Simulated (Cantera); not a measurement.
Input: 1 mol SiH2Cl2, 0.023 mol HCl, 4.4 mol H2, at 173 Torr.

These are equilibrium values from Cantera (NASA tables, ideal gas, pure condensed phases), not measurements of a reactor. Candidate condensed phases: Si; 19 gas species. The tables' values for SiCl3 are old estimates; treat these amounts as uncertain. Rates play no part. All values below are at 627 °C.

Base state: H2 0.902, SiCl4 0.0627, SiHCl3 0.0280, HCl 0.00574, SiH2Cl2 0.00118, SiCl3 0.000256, SiCl2 4.97e-5, SiH3Cl 1.22e-5 (mole fractions); condensed: Si(s).

Question: What changes in the equilibrium state with this change: SiH2Cl2 replaced by SiH4?

Answer: 
```csv
species,before,after
H2,0.902,0.998
HCl,0.00574,0.00143
SiHCl3,0.0280,0.000394
SiCl4,0.0627,0.000200
SiCl3,0.000256,3.42e-6
SiCl2,4.97e-5,2.80e-6
"Si(s), mol",0.457,0.996
```

Question: What changes in the equilibrium state with this change: H2 from 4.4 to 120 mol?

Answer: 
| species | before | after |
|---|---|---|
| H2 | 0.902 | 0.993 |
| HCl | 0.00574 | 0.00249 |
| SiHCl3 | 0.0280 | 0.00208 |
| SiCl4 | 0.0627 | 0.00184 |
| SiCl3 | 0.000256 | 1.81e-5 |
| SiCl2 | 4.97e-5 | 8.51e-6 |
| Si(s), mol | 0.457 | 0.491 |

Question: What changes in the equilibrium state with this change: pressure from 173 Torr to 7.50 Torr?

Answer: 
| species | before | after |
|---|---|---|
| H2 | 0.902 | 0.901 |
| SiCl4 | 0.0627 | 0.0710 |
| SiHCl3 | 0.0280 | 0.0140 |
| HCl | 0.00574 | 0.0130 |
| SiH3Cl | 1.22e-5 | 1.20e-6 |
| SiCl2 | 4.97e-5 | 0.000253 |
| SiH2Cl2 | 0.00118 | 0.000263 |
| Si(s), mol | 0.457 | 0.490 |
